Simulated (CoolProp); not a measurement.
Vapour-liquid equilibrium of R152A (1) + n-pentane (2) at 300.2 K; x and y are mole fractions of (1).

The numbers come from the multi-fluid Helmholtz-energy mixture model, Outcalt 1996 and Thol 2019; pair parameters Bell 2016 in CoolProp.

Problem. Give the bubble pressure and the first vapour's composition at x = 0.25, 0.45, 0.95. Is there an azeotrope?

Solution. x = 0.25: 390.7 kPa, y = 0.827; x = 0.45: 482.4 kPa, y = 0.871; x = 0.95: 617.8 kPa, y = 0.974. No azeotrope shows between x = 0.05 and 0.95.

The pair parameters rest on a limited set of measurements; away from them the model extrapolates. With so large a gap from Raoult's law the liquid may split in two, which this calculation doesn't test in full.
